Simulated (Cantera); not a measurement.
A closed system holds: 1 mol B, 1.8 mol N₂, equilibrated at 2023 K and 15.0 Torr.

These are equilibrium values from Cantera (NASA tables, ideal gas, pure condensed phases), not measurements of a reactor. Candidate condensed phases: B, BN; 5 gas species. Kinetics and transport are ignored.

Question: What is the equilibrium state?

Answer: 
```
Item                                 Value
-------------------------------  ---------
x(N₂)                                1.000
n(BN(s))                         1.000 mol
gas amount                       1.300 mol
log10 activity of B(s) (absent)      -1.04
```
